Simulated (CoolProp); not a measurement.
Vapour-liquid equilibrium of ethylene (1) + propane (2) at 407 kPa; x and y are mole fractions of (1).

Computed with CoolProp (multi-fluid Helmholtz-energy mixture model, Smukala 2000 and Lemmon 2009; pair parameters Bell 2016).

```
x     bubble temperature, mixture model (K)  bubble temperature, Raoult's law (K)  y, mixture model  y, Raoult's law
----  -------------------------------------  ------------------------------------  ----------------  ---------------
0.05                                      ?                                 257.1             0.299            0.343
0.2                                   235.3                                 235.3                 ?            0.761
0.35                                  221.7                                 222.4             0.879            0.891
0.5                                   213.1                                 213.7             0.936            0.946
0.65                                  207.1                                 207.4                 ?            0.973
0.8                                   202.5                                 202.4             0.983            0.988
0.95                                  198.5                                 198.5                 ?            0.998
```

### Question
Some entries are withheld; supply them.

### Answer

- 0.05, bubble temperature, mixture model (K): 258.1
- 0.2, y, mixture model: 0.736
- 0.65, y, mixture model: 0.966
- 0.95, y, mixture model: 0.996

The largest gap from Raoult's law is +1.0 K in bubble temperature, at x = 0.05. No azeotrope shows between x = 0.05 and 0.95.

Pair parameters are fitted to limited data, so mixtures are less certain than the pure fluids. The gap from Raoult's law changes sign with composition, which may be real or a fault of the pair parameters; it wasn't checked against measurements.
